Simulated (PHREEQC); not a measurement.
A solution holds 0.0021 mol ZnSO4, 0.19 mol KCl and 0.0031 mol FeSO4 per kg of water, at 30 °C. Closed to the air; pH follows from the charge balance.

All values are PHREEQC results (ion-association model, phreeqc.dat), not measurements.

Task: The ionic strength comes out as 0.206 mol/kgw. What activity coefficients do FeCl+, ZnCl3-, ZnCl+, Fe+2, Cl- get?

Result: FeCl+ 0.74, ZnCl3- 0.71, ZnCl+ 0.71, Fe+2 0.32, Cl- 0.71.

This is a speciation only: nothing precipitates in the calculation. Complexes and solids missing from the database can't appear.
